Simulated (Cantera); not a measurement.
Input: 1 mol SiH2Cl2, 2.7 mol HCl, 49 mol H2, at 100000 Pa.

These are equilibrium values from Cantera (NASA tables, ideal gas, pure condensed phases), not measurements of a reactor. Candidate condensed phases: Si; 19 gas species. Equilibrium is a limit: real reactors are often held back by kinetics, nucleation or transport.

Problem. Which condensed phases are stable at each of these points (T (K)): 1098, 1123, 1148, 1173, 1198, 1223, 1248, 1273, 1298, 1323?

Solution. 
| T (K) | condensed phases | Si condensed (%) |
|---|---|---|
| 1098 | gas only | 0.0 |
| 1123 | gas only | 0.0 |
| 1148 | gas only | 0.0 |
| 1173 | gas only | 0.0 |
| 1198 | gas only | 0.0 |
| 1223 | Si(s) | 0.3 |
| 1248 | Si(s) | 3.8 |
| 1273 | Si(s) | 7.2 |
| 1298 | Si(s) | 10.3 |
| 1323 | Si(s) | 13.2 |

From 1098 K to 1198 K nothing is condensed. From 1223 K to 1323 K the condensed part is Si(s).
